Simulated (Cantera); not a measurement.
NO annealing gas

An isothermal, constant-pressure homogeneous reactor starts with 87.0 % NO, 13.0 % N2, at 1800 K and 0.109 atm.

Detailed kinetics in Cantera: GRI-Mech 3.0 (53 species, 325 reactions).

```json
[
 {"t (s)": "1.00e-6", "x NO": "0.870", "x O": "1.92e-8", "x O2": "<1e-12", "x NO2": "1.24e-11", "x N2O": "1.92e-8", "x N2": "0.130"},
 {"t (s)": "6.31e-6", "x NO": "0.870", "x O": "1.21e-7", "x O2": "1.91e-11", "x NO2": "4.92e-10", "x N2O": "1.21e-7", "x N2": "0.130"},
 {"t (s)": "3.98e-5", "x NO": "0.870", "x O": "7.48e-7", "x O2": "7.47e-10", "x NO2": "1.92e-8", "x N2O": "7.65e-7", "x N2": "0.130"},
 {"t (s)": "0.000251", "x NO": "0.870", "x O": "4.18e-6", "x O2": "2.80e-8", "x NO2": "6.87e-7", "x N2O": "4.80e-6", "x N2": "0.130"},
 {"t (s)": "0.00158", "x NO": "0.870", "x O": "1.54e-5", "x O2": "1.13e-6", "x NO2": "1.58e-5", "x N2O": "2.90e-5", "x N2": "0.130"},
 {"t (s)": "0.0100", "x NO": "0.869", "x O": "3.58e-5", "x O2": "6.51e-5", "x NO2": "0.000100", "x N2O": "0.000142", "x N2": "0.131"},
 {"t (s)": "0.0631", "x NO": "0.867", "x O": "4.65e-5", "x O2": "0.00108", "x NO2": "0.000138", "x N2O": "0.000287", "x N2": "0.131"},
 {"t (s)": "0.398", "x NO": "0.853", "x O": "5.67e-5", "x O2": "0.00805", "x NO2": "0.000180", "x N2O": "0.000279", "x N2": "0.138"},
 {"t (s)": "2.51", "x NO": "0.770", "x O": "9.51e-5", "x O2": "0.0496", "x NO2": "0.000314", "x N2O": "0.000217", "x N2": "0.180"},
 {"t (s)": "15.8", "x NO": "0.430", "x O": "0.000178", "x O2": "0.219", "x NO2": "0.000362", "x N2O": "6.15e-5", "x N2": "0.350"},
 {"t (s)": "100", "x NO": "0.0499", "x O": "0.000237", "x O2": "0.410", "x NO2": "5.79e-5", "x N2O": "8.48e-7", "x N2": "0.540"}
]
```
x: mole fraction; the columns are a selection and need not sum to one.

Equilibrium at this temperature and pressure: NO 0.00506, O 0.000243, O2 0.432, NO2 6.03e-6, N2O 8.15e-8, N2 0.563 (gas phase only).
